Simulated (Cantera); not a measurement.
## Catalytic combustion on Pt

An isothermal plug-flow reactor at 875 K and 0.360 bar (inlet), inlet velocity 1.2 m/s, active area per volume 9700 1/m; feed CH4 : O2 : N2 : H2O = 0.0022 : 0.041 : 0.79 : 0.087 (molar parts), equivalence ratio 0.11.

Detailed kinetics in Cantera: Deutschmann's 1995 Pt surface mechanism with GRI-Mech 3.0 gas chemistry. Catalytic surfaces can have several steady states; this one follows from the mechanism file's or the stated starting coverage. Mass transfer to the wall is taken as infinitely fast.

| z (m) | x CH4 | x O2 | x H2O | x CO2 | x CO | θ free Pt | θ O* | θ OH* |
|---|---|---|---|---|---|---|---|---|
| 8.1e-05 | 0.00234 | 0.0445 | 0.0946 | 4.90e-5 | 7.06e-7 | 0.146 | 0.850 | 0.00480 |
| 0.00014 | 0.00231 | 0.0444 | 0.0947 | 8.46e-5 | 7.03e-7 | 0.146 | 0.849 | 0.00480 |
| 0.00026 | 0.00223 | 0.0442 | 0.0949 | 0.000156 | 6.82e-7 | 0.146 | 0.849 | 0.00481 |
| 0.00045 | 0.00213 | 0.0440 | 0.0951 | 0.000264 | 6.49e-7 | 0.146 | 0.849 | 0.00482 |
| 0.00081 | 0.00194 | 0.0436 | 0.0955 | 0.000455 | 5.91e-7 | 0.146 | 0.849 | 0.00483 |
| 0.0014 | 0.00166 | 0.0431 | 0.0960 | 0.000733 | 5.07e-7 | 0.147 | 0.848 | 0.00485 |
| 0.0026 | 0.00120 | 0.0422 | 0.0969 | 0.00119 | 3.69e-7 | 0.147 | 0.848 | 0.00488 |
| 0.0045 | 0.000723 | 0.0412 | 0.0979 | 0.00167 | 2.22e-7 | 0.148 | 0.847 | 0.00492 |
| 0.0081 | 0.000271 | 0.0403 | 0.0988 | 0.00212 | 8.36e-8 | 0.149 | 0.846 | 0.00495 |
x: gas mole fraction; θ: surface coverage.
